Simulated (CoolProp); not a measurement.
Octamethylcyclotetrasiloxane (D4) at several states: fugacity coefficient from the reference equation and from simpler models built on Tc = 586.5 K, pc = 1.347 MPa, ω = 0.598; each cubic takes its own stable root.

The numbers come from the reference Helmholtz-energy equation of state, Thol 2015 in CoolProp.

| T (K) | p (MPa) | phase | reference |
|---|---|---|---|
| 449 | 4.78 | liquid | 0.03185 |
| 386.5 | 3.55 | liquid | 0.005995 |
| 446.3 | 4.51 | liquid | 0.03081 |

Problem. How far does each simpler model (Redlich-Kwong, Soave-Redlich-Kwong) lie from the reference over these 3 states: mean and median of the absolute difference, and the worst?

Solution. 
- Redlich-Kwong: mean 220.2 %, median 142.8 %, worst +379.9 % at 386.5 K and 3.55 MPa
- Soave-Redlich-Kwong: mean 5.1 %, median 5.1 %, worst +5.4 % at 449 K and 4.78 MPa
